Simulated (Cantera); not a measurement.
A Cantera script and its output.

```python
import numpy as np
import cantera as ct

gas = ct.Solution("gri30.yaml")
gas.TPX = 1500, 46, {'C2H4': 1, 'H2': 8.6}
reactor = ct.IdealGasConstPressureReactor(gas, energy="off", clone=False)
net = ct.ReactorNet([reactor])
net.rtol, net.atol = 1e-08, 1e-18
show = ['C2H4', 'H2', 'CH3', 'C2H6', 'H', 'C2H']
times = np.geomspace(1e-05, 100, 14)

steps = ct.SolutionArray(gas, extra=["t"])
rows = []
print(f"{'t/s':>10s}{'T/K':>9s}{'P/Pa':>11s}" + "".join(f"{s:>11s}" for s in show))
for t in times:
    while net.time < t:
        t_next = net.step()
        steps.append(gas.state, t=t_next)
    rows.append([np.interp(t, steps.t, y) for y in (steps.T, steps.P, *steps(*show).X.T)])
    print(f"{t:10.3e}{rows[-1][0]:9.1f}{rows[-1][1]:11.4g}" + "".join(f"{x:11.3e}" for x in rows[-1][2:]))
rate = np.gradient(steps.T, steps.t)
print("integrator steps:", len(steps.t))
if steps.T.max() > steps.T[0] + 200:
    print(f"time of steepest temperature rise: {steps.t[rate.argmax()]:.4e} s")
gas.TPX = 1500, 46, {'C2H4': 1, 'H2': 8.6}
gas.equilibrate("TP")
print(f"equilibrium (TP): T = {gas.T:.1f} K  " + "  ".join(f"{s} {gas[s].X[0]:.3e}" for s in show))
```

Output:

```
       t/s      T/K       P/Pa       C2H4         H2        CH3       C2H6          H        C2H
 1.000e-05   1500.0         46  1.042e-01  8.958e-01  6.329e-19  3.065e-15  2.408e-11  1.131e-20
 3.455e-05   1500.0         46  1.042e-01  8.958e-01  1.149e-17  3.668e-14  8.457e-11  1.087e-19
 1.194e-04   1500.0         46  1.042e-01  8.958e-01  2.854e-16  4.239e-13  3.065e-10  9.730e-19
 4.125e-04   1500.0         46  1.042e-01  8.958e-01  8.621e-15  4.582e-12  1.175e-09  1.056e-17
 1.425e-03   1500.0         46  1.042e-01  8.958e-01  2.408e-13  4.104e-11  4.578e-09  1.339e-16
 4.924e-03   1500.0         46  1.041e-01  8.958e-01  3.898e-12  2.420e-10  1.686e-08  1.681e-15
 1.701e-02   1500.0         46  1.040e-01  8.959e-01  2.562e-11  9.576e-10  5.962e-08  2.046e-14
 5.878e-02   1500.0         46  1.035e-01  8.959e-01  9.451e-11  3.097e-09  2.083e-07  2.470e-13
 2.031e-01   1500.0         46  1.020e-01  8.960e-01  2.492e-10  7.740e-09  7.307e-07  2.994e-12
 7.017e-01   1500.0         46  9.672e-02  8.965e-01  4.556e-10  1.291e-08  2.553e-06  3.615e-11
 2.424e+00   1500.0         46  7.892e-02  8.982e-01  7.799e-10  1.767e-08  7.506e-06  3.596e-10
 8.377e+00   1500.0         46  3.528e-02  9.023e-01  1.220e-09  1.226e-08  1.500e-05  1.951e-09
 2.894e+01   1500.0         46  4.908e-04  9.055e-01  6.510e-09  5.088e-10  7.526e-05  1.469e-08
 1.000e+02   1500.0         46  1.190e-05  9.052e-01  4.570e-08  2.119e-11  5.103e-04  1.001e-07
integrator steps: 659
equilibrium (TP): T = 1500.0 K  C2H4 1.106e-05  H2 9.048e-01  CH3 1.808e-06  C2H6 3.972e-11  H 7.861e-04  C2H 1.541e-07
```

Model: GRI-Mech 3.0 (53 species, 325 reactions), integrated in Cantera. GRI-Mech 3.0 was tuned for natural gas; its chemistry of ethylene as a main component is partial and can be far from experiment. GRI-Mech 3.0 stops at C3 and has no aromatics, soot or wall deposition, so with more carbon than oxygen in the feed, carbon stays in small species such as C2H2 where larger ones or solid carbon would form. Radical loss at walls, strong at low pressure, is not modelled.
